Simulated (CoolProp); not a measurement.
Saturated liquid density (kg/m³) of hexamethyldisiloxane (MM): the reference equation beside estimates from Tc = 245.6 °C, pc = 1.931 MPa, ω = 0.418. Rackett uses Z = 0.29056 − 0.08775 ω.

The numbers come from the reference Helmholtz-energy equation of state, Thol 2016 in CoolProp.

```json
[
 {"T (°C)": "138.85", "reference": "625.4", "Rackett": "685.3", "van der Waals": "377.3", "Redlich-Kwong": "534.1", "Soave-Redlich-Kwong": "576.9", "Peng-Robinson": "654.5"},
 {"T (°C)": "149.45", "reference": "610.3", "Rackett": "[?]", "van der Waals": "367.9", "Redlich-Kwong": "517.3", "Soave-Redlich-Kwong": "559.7", "Peng-Robinson": "635.2"},
 {"T (°C)": "159.95", "reference": "594.6", "Rackett": "649.8", "van der Waals": "358.1", "Redlich-Kwong": "499.5", "Soave-Redlich-Kwong": "541.3", "Peng-Robinson": "614.4"},
 {"T (°C)": "170.45", "reference": "578.0", "Rackett": "630.6", "van der Waals": "347.6", "Redlich-Kwong": "480.7", "Soave-Redlich-Kwong": "[?]", "Peng-Robinson": "591.8"},
 {"T (°C)": "180.95", "reference": "560.1", "Rackett": "609.9", "van der Waals": "336.3", "Redlich-Kwong": "460.4", "Soave-Redlich-Kwong": "499.6", "Peng-Robinson": "[?]"},
 {"T (°C)": "191.45", "reference": "[?]", "Rackett": "[?]", "van der Waals": "324.1", "Redlich-Kwong": "438.4", "Soave-Redlich-Kwong": "475.5", "Peng-Robinson": "539.1"},
 {"T (°C)": "202.05", "reference": "518.9", "Rackett": "[?]", "van der Waals": "310.4", "Redlich-Kwong": "414.1", "Soave-Redlich-Kwong": "448.4", "Peng-Robinson": "507.6"},
 {"T (°C)": "212.55", "reference": "494.2", "Rackett": "534.5", "van der Waals": "295.1", "Redlich-Kwong": "387.1", "Soave-Redlich-Kwong": "417.7", "Peng-Robinson": "471.7"},
 {"T (°C)": "223.05", "reference": "[?]", "Rackett": "501.0", "van der Waals": "277.2", "Redlich-Kwong": "355.7", "Soave-Redlich-Kwong": "[?]", "Peng-Robinson": "429.0"},
 {"T (°C)": "233.55", "reference": "424.7", "Rackett": "457.0", "van der Waals": "254.3", "Redlich-Kwong": "316.6", "Soave-Redlich-Kwong": "335.4", "Peng-Robinson": "374.6"}
]
```

Problem. Fill in the missing entries.

Solution. 
- 149.45, Rackett: 667.9
- 170.45, Soave-Redlich-Kwong: 521.4
- 180.95, Peng-Robinson: 566.9
- 191.45, reference: 540.7
- 191.45, Rackett: 587.6
- 202.05, Rackett: 562.6
- 223.05, reference: 464.5
- 223.05, Soave-Redlich-Kwong: 381.4

Absolute difference from the reference over all 10 rows, mean and median: Rackett 8.7 and 8.8 %, van der Waals 40.0 and 40.0 %, Redlich-Kwong 19.0 and 18.4 %, Soave-Redlich-Kwong 12.6 and 11.4 %, Peng-Robinson 4.2 and 3.7 %.
